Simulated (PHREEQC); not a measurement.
A solution holds 0.19 mol/kgw HNO3 and 0.011 mol/kgw CuSO4, at 25 °C. Closed to the air; pH follows from the charge balance.

All values are PHREEQC results (ion-association model, phreeqc.dat), not measurements.

Question: The ionic strength comes out as 0.215 mol/kgw. What activity coefficients do H+, NO3-, Cu+2, HSO4-, SO4-2 get?

Answer: H+ 0.79, NO3- 0.69, Cu+2 0.32, HSO4- 0.74, SO4-2 0.29.

This is a speciation only: nothing precipitates in the calculation.
